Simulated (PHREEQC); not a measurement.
Dissolve 0.0013 mol/kgw H2SO4, 0.00164 mol/kgw ZnSO4 and 5.4e-05 mol/kgw Fe2(SO4)3 at 25 °C. Closed to the air; pH follows from the charge balance.

Equilibrium calculation in PHREEQC: ion-association model, wateq4f.dat.

### Question
The ionic strength comes out as 0.00868 mol/kgw. What activity coefficients do Fe(SO4)2-, Fe+3, SO4-2, Zn+2, H+ get?

### Answer
Fe(SO4)2- 0.91, Fe+3 0.46, SO4-2 0.68, Zn+2 0.69, H+ 0.92.

This is a speciation only: nothing precipitates in the calculation. Examples of supersaturated solids here: Hematite (slow to form), Goethite (slow to form). Others may be too.
